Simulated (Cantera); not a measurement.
## Equilibrium for silicon oxide and oxynitride deposition: Si₂H₆ + N₂O + N₂

Feed: 1 mol Si₂H₆, 0.38 mol N₂O, 100 mol N₂, equilibrated at 625 K and 0.130 bar.

Equilibrium computed with Cantera from the NASA thermochemical tables; the gas is ideal and each condensed phase is pure. Candidate condensed phases: H₂O, Si, SiO₂, Si₂N₂O, Si₃N₄; 35 gas species. The feed counts by its element totals alone. Rates play no part.

```json
{
 "x(N₂)": "0.971",
 "x(H₂)": "0.0293",
 "x(NH₃)": "1.77e-5",
 "n(Si₂N₂O(s))": "0.380 mol",
 "n(Si₃N₄(s))": "0.413 mol",
 "gas_amount": "102.2 mol",
 "log10 activity of Si(s) (absent)": "-14.41"
}
```
